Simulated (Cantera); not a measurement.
Charge: 1 mol (CH₃)₂SiCl₂, 3 mol HCl, 22 mol H₂, held at 2298 K and 0.0430 bar.

Equilibrium computed with Cantera from the NASA thermochemical tables; the gas is ideal and each condensed phase is pure. Candidate condensed phases: C, C₆H₆, C₇H₈, C₈H₁₈, Si, SiC; 109 gas species. The feed counts by its element totals alone. The tables' values for SiCl, SiCl₃ are old estimates; treat these amounts as uncertain. Gases not in the tables: Si₂H₆ and higher silanes. Equilibrium is a limit: real reactors are often held back by kinetics, nucleation or transport.

Base state: H₂ 0.791, HCl 0.147, H 0.0411, SiCl₂ 0.00689, Cl 0.00551, C₂H₂ (acetylene) 0.00338, Si 0.00304, SiCl 0.000888 (mole fractions); condensed: C(graphite) + SiC(s).

**Question.** What changes in the equilibrium state with this change: (CH₃)₂SiCl₂ replaced by SiH₄?

**Answer.** 
| species | before | after |
|---|---|---|
| H₂ | 0.791 | 0.842 |
| HCl | 0.147 | 0.0780 |
| H | 0.0411 | 0.0424 |
| Si | 0.00304 | 0.0189 |
| SiCl₂ | 0.00689 | 0.0112 |
| C₂H₂ (acetylene) | 0.00338 | 0 |
| SiC₂ | 0.000417 | 0 |
| Si₂C | 0.000246 | 0 |
| Si₃ | 2.23e-7 | 5.32e-5 |
| C(graphite), mol | 1.12 | 0 |
| SiC(s), mol | 0.641 | 0 |
